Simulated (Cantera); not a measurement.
A perfectly stirred reactor is fed with 98.1 % N2O, 1.86 % H2O, at 0.375 atm; it is held at 1198 K, and followed from long to short residence time.

Model: GRI-Mech 3.0 (53 species, 325 reactions), integrated in Cantera. GRI-Mech 3.0 was tuned for natural gas; its chemistry of N2O as a main component is partial and can be far from experiment. The mechanism lacks the step 2 NO + O2 → 2 NO2, which can matter for NO2 below about 1400 K. The temperature is held fixed by assumption; the heat of reaction is taken as removed at once.

Q: Predict: x(N2O) at τ = 15.0 s; x(H2O) at τ = 15.0 s; x(H) at τ = 15.0 s; x(NO2) at τ = 15.0 s; x(H2) at τ = 15.0 s; x(N2O) at τ = 81.0 ms; x(H2O) at τ = 81.0 ms; x(H) at τ = 81.0 ms; x(NO2) at τ = 81.0 ms; x(H2) at τ = 81.0 ms.

A: x(N2O) at τ = 15.0 s: 0.179
x(H2O) at τ = 15.0 s: 0.0136
x(H) at τ = 15.0 s: 1.26e-9
x(NO2) at τ = 15.0 s: 0.000290
x(H2) at τ = 15.0 s: 1.29e-8
x(N2O) at τ = 81.0 ms: 0.953
x(H2O) at τ = 81.0 ms: 0.0185
x(H) at τ = 81.0 ms: 1.39e-9
x(NO2) at τ = 81.0 ms: 0.000245
x(H2) at τ = 81.0 ms: 2.29e-8
